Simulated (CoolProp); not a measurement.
A single-stage vapour-compression cycle with the fluid: evaporating at 279.15 K (dew point), condensing at 321.15 K (bubble point), superheat 10 K, subcooling 8 K, compressor efficiency 0.7, no pressure losses. The same conditions are run with several fluids, on thermodynamics alone (safety and materials aside).

Model: reference Helmholtz-energy equation of state of each fluid (fluoroethane (R161): Wu 2012; R143a: Lemmon and Jacobsen 2000; n-perfluorohexane: Gao 2022; C3F8 (R218): Lemmon 2006; R22: Kamei 1995; n-butane: Bücker 2006), in CoolProp.

Q: Rank fluoroethane (R161), R143a, n-perfluorohexane, C3F8 (R218), R22, n-butane by cooling COP, highest first.

A: n-butane (4.16), fluoroethane (R161) (3.97), R22 (3.91), n-perfluorohexane (3.88), R143a (3.67), C3F8 (R218) (3.39)

```csv
fluid,pressure ratio,discharge temperature (K),refrigerating effect (kJ/kg),volumetric capacity (kJ/m³)
fluoroethane (R161),3.12,359.5,306,3600
R143a,2.97,344.7,137,4230
n-perfluorohexane,6.18,321.1,70.3,119
C3F8 (R218),3.08,324.6,56.1,2540
R22,3.08,363.3,165,4000
n-butane,3.65,337.6,314,1020
```

The compression ends wet for: n-perfluorohexane.
